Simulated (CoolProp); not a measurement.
Vapour-liquid equilibrium of m-xylene (1) + n-decane (2) at 0.014 MPa; x and y are mole fractions of (1).

Model: multi-fluid Helmholtz-energy mixture model, Zhou 2012 and Lemmon 2006; pair parameters Bell 2016, in CoolProp.

Q: Give the bubble temperature and the first vapour's composition at x = 0.25, 0.65, 0.75. Is there an azeotrope?

A: x = 0.25: 370.5 K, y = 0.531; x = 0.65: 358.5 K, y = 0.862; x = 0.75: 356.2 K, y = 0.910. No azeotrope shows between x = 0.05 and 0.95.

Pair parameters are fitted to limited data, so mixtures are less certain than the pure fluids.
